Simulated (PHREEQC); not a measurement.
A PHREEQC input (ion-association model, phreeqc.dat):

```
SOLUTION 1
  temp 25
  units mg/kgw
  pH 8.74
  pe 12.7
  Na 11.1
  K 2.14
  Ca 19.6
  Mg 3.62
  Cl 35.6 charge
  Li 0.1 charge
  S(6) 6.81 as SO4
  Alkalinity 40.3 as HCO3
  O(0) 0.876
END
USE solution 1
EQUILIBRIUM_PHASES 1
  Quartz 0 0.5
  CO2(g) -2.5 10
END
```

It stops with these messages:

```
ERROR: Charge balance specified for more than one species.
ERROR: Program terminating due to input errors.
```

The fault: two constituents marked charge. The line should read `Cl 35.6` where the input has `Cl 35.6 charge / Li 0.1 charge`. With the mend the run ends at pH 7.11 and ionic strength 0.00249 mol/kgw.
